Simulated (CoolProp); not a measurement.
Vapour pressure (MPa) of CHF3 (R23): the reference equation beside estimates from Tc = 26.1 °C, pc = 4.832 MPa, ω = 0.263.

The numbers come from the reference Helmholtz-energy equation of state, Penoncello 2003 in CoolProp.

```csv
T (°C),reference,Lee-Kesler,van der Waals,Soave-Redlich-Kwong
-87.25,0.07414,0.07232,0.5111,0.07272
-84.15,0.08943,0.08761,0.5604,0.08796
-81.05,0.1071,0.1054,0.6128,0.1057
-77.95,0.1275,0.1258,0.6685,0.1261
-74.95,0.1499,0.1485,0.7254,0.1486
-71.85,0.1763,0.1751,0.7875,0.1752
-68.75,0.2062,0.2054,0.8530,0.2053
-65.65,0.2398,0.2395,0.9220,0.2393
-62.55,0.2775,0.2777,0.9946,0.2776
-59.45,0.3197,0.3205,1.071,0.3203
-56.35,0.3666,0.3682,1.151,0.3680
-53.25,0.4186,0.4209,1.234,0.4209
-50.15,0.4760,0.4792,1.322,0.4794
-47.15,0.5371,0.5412,1.410,0.5417
```

Absolute difference from the reference over all 14 rows, mean and median: Lee-Kesler 0.9 and 0.7 %, van der Waals 327.4 and 299.1 %, Soave-Redlich-Kwong 0.8 and 0.7 %.
